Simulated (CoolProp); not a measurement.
Vapour-liquid equilibrium of R143a (1) + isobutene (2) at 2.29 bar; x and y are mole fractions of (1).

Values from CoolProp's multi-fluid Helmholtz-energy mixture model, Lemmon and Jacobsen 2000 and Lemmon 2005; pair parameters Bell 2016.

**Question.** Give the bubble temperature and the first vapour's composition at x = 0.125, 0.2, 0.8. Is there an azeotrope?

**Answer.** x = 0.125: 268.0 K, y = 0.556; x = 0.2: 262.0 K, y = 0.667; x = 0.8: 247.4 K, y = 0.914. No azeotrope shows between x = 0.05 and 0.95.

Pair parameters are fitted to limited data, so mixtures are less certain than the pure fluids.
